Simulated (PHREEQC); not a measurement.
A column of 0.1 m (40 cells, dispersivity 0.008 m, 300 s a shift, diffusion coefficient 3e-10 m²/s) holds 0.032 eq of the database's cation exchanger X per kg of pore water, first in equilibrium with 0.038 mol MgSO4 and 1e-05 mol HCl per kg of water. It is flushed with 7.5 mmol/kgw ZnSO4, 9.3 mmol/kgw KBr, 2.4 mmol/kgw KCl and 0.01 mmol/kgw HCl, at 15 °C. Values are for the last cell. CO2 from the air is kept out. No solid was allowed to form.

Base run: PHREEQC, ion-association model, phreeqc.dat. Each further column changes one thing. The table gives Zn in solution (mol/kgw).

```
pore volumes      base  exchange capacity from 0.032 to 0.016 eq/kgw  dispersivity from 0.008 to 0.016 m
------------  --------  --------------------------------------------  ----------------------------------
0                    0                                             0                                   0
0.6125         2.64e-5                                      0.000165                            0.000180
1.062         0.000327                                       0.00135                            0.000885
1.663          0.00118                                       0.00355                             0.00204
2.263          0.00296                                       0.00577                             0.00344
2.712          0.00458                                       0.00673                             0.00452
3.312          0.00616                                       0.00727                             0.00569
3.913          0.00695                                       0.00744                             0.00647
4.362          0.00723                                       0.00748                             0.00684
4.963          0.00739                                       0.00749                             0.00714
```
